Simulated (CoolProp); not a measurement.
Aqueous potassium formate as a coolant, 14 % by mass, freezing at -7.3 °C, 1 atm.

Values from CoolProp's Melinder's fits for secondary coolants.

```json
[
 {"T (°C)": "-1.8", "density (kg/m³)": "[?]", "conductivity (W/(m K))": "[?]", "viscosity (mPa s)": "[?]", "cp (kJ/(kg K))": "3.652"},
 {"T (°C)": "6.8", "density (kg/m³)": "1088", "conductivity (W/(m K))": "[?]", "viscosity (mPa s)": "1.71", "cp (kJ/(kg K))": "3.657"},
 {"T (°C)": "15.4", "density (kg/m³)": "1085", "conductivity (W/(m K))": "[?]", "viscosity (mPa s)": "1.38", "cp (kJ/(kg K))": "[?]"},
 {"T (°C)": "24", "density (kg/m³)": "1083", "conductivity (W/(m K))": "[?]", "viscosity (mPa s)": "1.13", "cp (kJ/(kg K))": "3.669"},
 {"T (°C)": "32.6", "density (kg/m³)": "1080", "conductivity (W/(m K))": "0.587", "viscosity (mPa s)": "0.951", "cp (kJ/(kg K))": "[?]"}
]
```

Q: Fill in the missing entries.

A: 
- -1.8, density (kg/m³): 1089
- -1.8, conductivity (W/(m K)): 0.541
- -1.8, viscosity (mPa s): 2.18
- 6.8, conductivity (W/(m K)): 0.553
- 15.4, conductivity (W/(m K)): 0.564
- 15.4, cp (kJ/(kg K)): 3.662
- 24, conductivity (W/(m K)): 0.576
- 32.6, cp (kJ/(kg K)): 3.676
